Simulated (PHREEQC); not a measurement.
Alkaline etch or developer (model solution)

A solution holds 0.087 mol KOH, 0.0014 mol CO2 and 0.00018 mol (CH3)4NCl per kg of water, at 25 °C. Closed to the air; pH follows from the charge balance.

Model: ion-association model, phreeqc.dat, run in PHREEQC.

No solid was allowed to form.

**Question.** Estimate the pH, density.

**Answer.** pH 12.81; density 1.001 g/cm³.

Complexes and solids missing from the database can't appear. (CH3)4N+ isn't in the database: it is added as a free cation with an ion size of 4 Å.
